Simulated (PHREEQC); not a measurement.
0.019 g of hydrous ferric oxide (600 m²/g; 0.2 weak and 0.005 strong sites per Fe, Dzombak-Morel constants, diffuse double layer) in 1 kg of water with 0.01 mol/kgw of an inert sodium salt and 0.00074 mmol/kgw Ag2SO4, at 25 °C; the pH is set by adding NaOH or the inert anion's acid. Oxygen is held at 0.21 atm. CO2 from the air is kept out. No solid was allowed to form.

Equilibrium calculation in PHREEQC: ion-association model, wateq4f.dat.

| pH | S sorbed (%) | Ag sorbed (%) | surface charge σ (C/m²) | surface potential ψ (mV) |
|---|---|---|---|---|
| 4 | 99.4 | 0.0 | 0.209 | 183 |
| 4.5 | 98.4 | 0.0 | 0.154 | 168 |
| 5 | 94.1 | 0.1 | (withheld) | 150 |
| 5.5 | (withheld) | 0.4 | 0.074 | 130 |
| 6 | 40.9 | 1.3 | 0.048 | 109 |
| 6.5 | 10.3 | 4.0 | 0.030 | 86 |
| 7 | 1.5 | (withheld) | 0.017 | 60 |
| 7.5 | 0.2 | 23.5 | 0.008 | 34 |
| 8 | 0.0 | 39.8 | (withheld) | 6 |
| 8.5 | 0.0 | 55.1 | -0.005 | -22 |
| 9 | 0.0 | 67.2 | -0.013 | -49 |
| 9.5 | 0.0 | 77.6 | -0.024 | -75 |
| 10 | 0.0 | 87.3 | -0.040 | -100 |

Q: Complete the blanks.

A: 
- 5, surface charge σ (C/m²): 0.109
- 5.5, S sorbed (%): 77.9
- 7, Ag sorbed (%): 10.8
- 8, surface charge σ (C/m²): 0.001
